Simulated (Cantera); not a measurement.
Input (Python, Cantera) and output of one run.

```python
import numpy as np
import cantera as ct

gas_names = """
    CL CL2 H HCL H2 Si SiCL SiCL2 SiCL3 SiCL4 SiH SiHCL3 SiH2 SiH2CL2 SiH3 SiH3CL SiH4 Si2 Si3
""".split()
cond_names = """
    Si(cr) Si(L)
""".split()


# ... load() reads the species with a 1 bar reference pressure and builds the phases ...
atoms = {
    'SiCl4': {'Si': 1, 'CL': 4},
    'HCl': {'H': 1, 'CL': 1},
    'H2': {'H': 2},
}
top_T = {}  # K; cautious upper limits of use, not melting points


# ... equilibrate(T, P, feed) seeds the gas with the atoms and calls Mixture.equilibrate('TP', solver="vcs", rtol=1e-11, max_steps=5000) ...
results = []
feed = {'SiCl4': 1, 'HCl': 1.2, 'H2': 0.39}  # mol
T = 950  # K
P = 91000  # Pa
mix = equilibrate(T, P, feed)
results.append((T, P, feed, dict(zip(mix.species_names, mix.species_moles))))
x = sorted(zip(gas.X, gas.species_names), reverse=True)
print(f"T = {T:g} K  P = {P:g} Pa  gas = {mix.phase_moles(0):.4g} mol")
print("   x: " + "  ".join(f"{s} {v:.3e}" for v, s in x if v > 1e-06))
print("   condensed (mol): " + ("  ".join(f"{mix.phase(i).name} {mix.phase_moles(i):.4g}"
      for i in range(1, mix.n_phases) if mix.phase_moles(i) > 1e-12) or "none"))
```

Result:

```
T = 950 K  P = 91000 Pa  gas = 2.59 mol
   x: HCL 4.639e-01  SiCL4 3.855e-01  H2 1.500e-01  SiHCL3 5.716e-04  SiCL3 1.367e-05
   condensed (mol): none
```

Equilibrium computed with Cantera from the NASA thermochemical tables; the gas is ideal and each condensed phase is pure. The tables' values for SiCl3 are old estimates; treat these amounts as uncertain.
